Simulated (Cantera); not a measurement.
A Cantera script and its output.

```python
import numpy as np
import cantera as ct

gas = ct.Solution("h2o2.yaml")
gas.TPX = 1075, 2666, {'H2': 0.013, 'O2': 1}
reactor = ct.IdealGasConstPressureReactor(gas, energy="off", clone=False)
net = ct.ReactorNet([reactor])
net.rtol, net.atol = 1e-08, 1e-18
show = ['H2', 'O2', 'H2O', 'HO2', 'H2O2']
times = np.geomspace(7e-05, 1, 14)

steps = ct.SolutionArray(gas, extra=["t"])
rows = []
print(f"{'t/s':>10s}{'T/K':>9s}{'P/Pa':>11s}" + "".join(f"{s:>11s}" for s in show))
for t in times:
    while net.time < t:
        t_next = net.step()
        steps.append(gas.state, t=t_next)
    rows.append([np.interp(t, steps.t, y) for y in (steps.T, steps.P, *steps(*show).X.T)])
    print(f"{t:10.3e}{rows[-1][0]:9.1f}{rows[-1][1]:11.4g}" + "".join(f"{x:11.3e}" for x in rows[-1][2:]))
rate = np.gradient(steps.T, steps.t)
print("integrator steps:", len(steps.t))
if steps.T.max() > steps.T[0] + 200:
    print(f"time of steepest temperature rise: {steps.t[rate.argmax()]:.4e} s")
gas.TPX = 1075, 2666, {'H2': 0.013, 'O2': 1}
gas.equilibrate("TP")
print(f"equilibrium (TP): T = {gas.T:.1f} K  " + "  ".join(f"{s} {gas[s].X[0]:.3e}" for s in show))
```

Output:

```
       t/s      T/K       P/Pa         H2         O2        H2O        HO2       H2O2
 7.000e-05   1075.0       2666  1.283e-02  9.872e-01  9.482e-12  1.167e-10  2.528e-15
 1.461e-04   1075.0       2666  1.283e-02  9.872e-01  6.210e-11  2.446e-10  1.105e-14
 3.050e-04   1075.0       2666  1.283e-02  9.872e-01  3.795e-10  5.148e-10  4.839e-14
 6.367e-04   1075.0       2666  1.283e-02  9.872e-01  2.638e-09  1.103e-09  2.135e-13
 1.329e-03   1075.0       2666  1.283e-02  9.872e-01  3.487e-08  2.745e-09  9.984e-13
 2.774e-03   1075.0       2666  1.283e-02  9.872e-01  3.330e-06  5.467e-08  1.445e-11
 5.791e-03   1075.0       2666  4.884e-03  9.810e-01  6.529e-03  6.082e-06  3.431e-07
 1.209e-02   1075.0       2666  8.423e-05  9.799e-01  1.221e-02  3.533e-06  5.877e-08
 2.523e-02   1075.0       2666  3.724e-05  9.830e-01  1.253e-02  2.649e-06  4.949e-08
 5.267e-02   1075.0       2666  1.589e-05  9.853e-01  1.272e-02  1.786e-06  4.596e-08
 1.099e-01   1075.0       2666  5.219e-06  9.864e-01  1.282e-02  1.007e-06  3.909e-08
 2.295e-01   1075.0       2666  1.443e-06  9.869e-01  1.287e-02  4.779e-07  2.864e-08
 4.791e-01   1075.0       2666  3.756e-07  9.870e-01  1.289e-02  1.960e-07  1.725e-08
 1.000e+00   1075.0       2666  1.006e-07  9.871e-01  1.290e-02  7.317e-08  8.582e-09
integrator steps: 1297
equilibrium (TP): T = 1075.0 K  H2 5.616e-11  O2 9.871e-01  H2O 1.292e-02  HO2 1.318e-09  H2O2 1.443e-11
```

Cantera simulation using the H2/O2 subset of GRI-Mech 3.0, which has no nitrogen chemistry; the numbers are that mechanism's predictions, not measurements. Radical loss at walls, strong at low pressure, is not modelled.
